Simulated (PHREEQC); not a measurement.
NaHS is added in steps, without added water, to 1 kg of water holding 0.28 mol/kgw NH4Cl, 0.00071 mol/kgw Na2B4O7 and 0.0009 mol/kgw NaCl, at 20 °C. No oxygen is let in. The system is closed to CO2. Solids allowed: Halite. Others were left out.

Base run: PHREEQC, ion-association model, wateq4f.dat. Each further column changes one thing. The table gives H2BO3- (mol/kgw).

| NaHS added (mol) | base | diluted 10-fold with water | NaCl left out | no solid may form |
|---|---|---|---|---|
| 0 | 4.07e-5 | 2.60e-6 | 4.06e-5 | 4.07e-5 |
| 0.056 | 0.000172 | 3.98e-5 | 0.000172 | 0.000172 |
| 0.112 | 0.000236 | 5.61e-5 | 0.000236 | 0.000236 |
| 0.168 | 0.000287 | 6.83e-5 | 0.000287 | 0.000287 |
| 0.224 | 0.000329 | 7.82e-5 | 0.000329 | 0.000329 |
| 0.28 | 0.000367 | 8.65e-5 | 0.000367 | 0.000367 |
| 0.336 | 0.000401 | 9.38e-5 | 0.000401 | 0.000401 |
| 0.392 | 0.000433 | 0.000100 | 0.000433 | 0.000433 |
| 0.448 | 0.000462 | 0.000106 | 0.000462 | 0.000462 |
| 0.504 | 0.000489 | 0.000111 | 0.000489 | 0.000489 |
| 0.56 | 0.000514 | 0.000116 | 0.000514 | 0.000514 |

The ionic strength passes 0.7 mol/kgw, the rough limit of the ion-association models, in part of: base; NaCl left out; no solid may form. The polysulfide entries of wateq4f.dat were taken out for this run.
